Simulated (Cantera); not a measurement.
A closed system holds: 1 mol Fe₂O₃, 2.9 mol O₂, 1.8 mol CO₂, at 1275 K and 34.0 mbar.

Cantera equilibrium calculation (NASA polynomials, part measured and part estimated; ideal gas, pure solids and liquids). Candidate condensed phases: C, Fe, Fe(CO)₅, FeO, Fe₂O₃, Fe₃O₄; 15 gas species. Rates play no part.

Base state: O₂ 0.617, CO₂ 0.383 (mole fractions); condensed: Fe₂O₃(s).

Task: What changes in the equilibrium state with this change: temperature from 1275 K to 1598.15 K?

Result: 
```tsv
species	before	after
O₂	0.617	0.630
CO₂	0.383	0.370
O	4.76e-7	6.11e-5
CO	2.43e-7	4.92e-5
Fe₂O₃(s), mol	1.00	0
Fe₃O₄(s), mol	0	0.667
```
